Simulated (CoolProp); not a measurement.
Aqueous potassium acetate as a coolant, 38 % by mass, freezing at -38.0 °C, 1 atm.

The numbers come from the Melinder's fits for secondary coolants in CoolProp.

```json
[
 {"T (°C)": "-1.5", "cp (kJ/(kg K))": "2.959", "conductivity (W/(m K))": "0.452", "density (kg/m³)": "1213", "viscosity (mPa s)": "6.30"},
 {"T (°C)": "1.7", "cp (kJ/(kg K))": "2.967", "conductivity (W/(m K))": "0.455", "density (kg/m³)": "1212", "viscosity (mPa s)": "5.58"},
 {"T (°C)": "4.9", "cp (kJ/(kg K))": "2.974", "conductivity (W/(m K))": "0.459", "density (kg/m³)": "1210", "viscosity (mPa s)": "4.97"},
 {"T (°C)": "8", "cp (kJ/(kg K))": "2.982", "conductivity (W/(m K))": "0.462", "density (kg/m³)": "1209", "viscosity (mPa s)": "4.48"},
 {"T (°C)": "11.2", "cp (kJ/(kg K))": "2.989", "conductivity (W/(m K))": "0.466", "density (kg/m³)": "1208", "viscosity (mPa s)": "4.04"},
 {"T (°C)": "14.4", "cp (kJ/(kg K))": "2.997", "conductivity (W/(m K))": "0.470", "density (kg/m³)": "1206", "viscosity (mPa s)": "3.67"},
 {"T (°C)": "17.5", "cp (kJ/(kg K))": "3.005", "conductivity (W/(m K))": "0.473", "density (kg/m³)": "1205", "viscosity (mPa s)": "3.36"},
 {"T (°C)": "20.7", "cp (kJ/(kg K))": "3.013", "conductivity (W/(m K))": "0.477", "density (kg/m³)": "1203", "viscosity (mPa s)": "3.08"},
 {"T (°C)": "23.8", "cp (kJ/(kg K))": "3.021", "conductivity (W/(m K))": "0.480", "density (kg/m³)": "1202", "viscosity (mPa s)": "2.84"},
 {"T (°C)": "27", "cp (kJ/(kg K))": "3.029", "conductivity (W/(m K))": "0.484", "density (kg/m³)": "1200", "viscosity (mPa s)": "2.62"},
 {"T (°C)": "30.2", "cp (kJ/(kg K))": "3.038", "conductivity (W/(m K))": "0.487", "density (kg/m³)": "1198", "viscosity (mPa s)": "2.43"},
 {"T (°C)": "33.3", "cp (kJ/(kg K))": "3.046", "conductivity (W/(m K))": "0.491", "density (kg/m³)": "1197", "viscosity (mPa s)": "2.26"},
 {"T (°C)": "36.5", "cp (kJ/(kg K))": "3.055", "conductivity (W/(m K))": "0.495", "density (kg/m³)": "1195", "viscosity (mPa s)": "2.11"},
 {"T (°C)": "39.7", "cp (kJ/(kg K))": "3.064", "conductivity (W/(m K))": "0.498", "density (kg/m³)": "1193", "viscosity (mPa s)": "1.96"}
]
```
